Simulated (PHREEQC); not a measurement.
Consider water at 73 °C with 0.071 mol/kgw HF, 0.0082 mol/kgw NH4HF2, 0.0045 mol/kgw (NH4)2SiF6 and 3.3e-05 mol/kgw H2SO4. Closed to the air; pH follows from the charge balance.

Equilibrium calculation in PHREEQC: ion-association model, phreeqc.dat.

No solid was allowed to form.

Order these F species by the share of F that they hold, largest first: HF2-, SiF6-2, HF, F-.

HF (64 %), SiF6-2 (24 %), F- (7.4 %), HF2- (4.8 %)

Order these S species by the share of S that they hold, largest first: SO4-2, NH4SO4-, HSO4-.

SO4-2 (60 %), HSO4- (33 %), NH4SO4- (6.9 %)

The pH is 2.57 and the ionic strength 0.0248 mol/kgw. Away from 25 °C the constants follow the database's enthalpies or fits; those with neither stay at their 25 °C values. SiF6-2 is the database's only silicon fluoride.
